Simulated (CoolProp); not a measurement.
A single-stage vapour-compression cycle with carbonyl sulfide: evaporating at 266.15 K (dew point), condensing at 336.15 K (bubble point), superheat 0 K, subcooling 8 K, compressor efficiency 0.7, no pressure losses. Each further row changes one setting.

Model: reference Helmholtz-energy equation of state, Lemmon 2006, in CoolProp. It is a short technical equation, of lower accuracy than the large ones.

| case | cooling COP | pressure ratio | discharge temperature (K) | refrigerating effect (kJ/kg) | volumetric capacity (kJ/m³) |
|---|---|---|---|---|---|
| as stated | ___ | 5.64 | 417.5 | 191 | 2990 |
| evaporating temperature 271.15 K | 2.22 | 4.83 | 409.4 | 193 | 3500 |
| condensing temperature 331.15 K | ___ | 5.10 | 407.7 | 199 | 3110 |
| subcooling 13 K | 2.06 | 5.64 | 417.5 | 199 | 3110 |
| superheat 10 K | 1.96 | 5.64 | 431.4 | 199 | ___ |
| compressor efficiency 0.6 | 1.70 | 5.64 | 435.4 | 191 | 2990 |

Problem. What belongs in the gaps?

Solution. 
- as stated, cooling COP: 1.98
- condensing temperature 331.15 K, cooling COP: 2.20
- superheat 10 K, volumetric capacity (kJ/m³): 2960
